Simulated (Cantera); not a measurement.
An isothermal, constant-pressure homogeneous reactor starts with 43.5 % C2H6, 56.5 % N2, at 1000 K and 15.0 Pa.

Cantera simulation using GRI-Mech 3.0 (53 species, 325 reactions); the numbers are that mechanism's predictions, not measurements. GRI-Mech 3.0 stops at C3 and has no aromatics, soot or wall deposition, so with more carbon than oxygen in the feed, carbon stays in small species such as C2H2 where larger ones or solid carbon would form. Radical loss at walls, strong at low pressure, is not modelled.

Task: Predict: x(C2H6) at 80.0 s; x(CH4) at 80.0 s; x(C2H4) at 80.0 s; x(C2H2) at 80.0 s; x(CH3) at 80.0 s.

Result: 
- x(C2H6) at 80.0 s = 0.334 (gas-phase equilibrium 9.76e-7)
- x(CH4) at 80.0 s = 0.0105 (gas-phase equilibrium 0.0478)
- x(C2H4) at 80.0 s = 0.0657 (gas-phase equilibrium 0.00588)
- x(C2H2) at 80.0 s = 0.000452 (gas-phase equilibrium 0.186)
- x(CH3) at 80.0 s = 3.50e-5 (gas-phase equilibrium 2.40e-7)
